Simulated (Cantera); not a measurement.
Input: 1 mol CuO, 1.2 mol H₂, 0.1 mol H₂O, held at 1330 Pa.

Method: chemical equilibrium by Gibbs-energy minimisation in Cantera with the NASA 1993 tables (ideal gas, pure condensed phases). Candidate condensed phases: Cu, CuO, Cu(OH)₂, Cu₂O, H₂O; 12 gas species. The numbers say what is thermodynamically allowed, not how fast it happens.

x: gas mole fraction; n: condensed amount in mol.

```
T (°C)  x H₂O   x H₂        x Cu       x H      x OH     x Cu₂  n Cu(s)  n Cu(l)
------  -----  -----  ----------  --------  --------  --------  -------  -------
500     0.846  0.154      <1e-12  3.08e-12    <1e-12    <1e-12     1.00        0
600     0.846  0.154  (withheld)  1.59e-10    <1e-12    <1e-12     1.00        0
700     0.846  0.154  (withheld)   3.67e-9  3.61e-11    <1e-12     1.00        0
800     0.846  0.154  (withheld)   4.76e-8  9.79e-10    <1e-12     1.00        0
900     0.846  0.154  (withheld)   4.01e-7   1.52e-8  8.84e-12    1.000        0
1000    0.846  0.154  (withheld)   2.42e-6   1.54e-7  3.88e-10    1.000        0
1100    0.846  0.154  (withheld)   1.13e-5   1.11e-6   9.41e-9        0    1.000
```

**Question.** Fill in the missing entries.

**Answer.** 
- 600, x Cu: 3.39e-12
- 700, x Cu: 3.84e-10
- 800, x Cu: 1.79e-8
- 900, x Cu: 4.28e-7
- 1000, x Cu: 6.18e-6
- 1100, x Cu: 5.93e-5
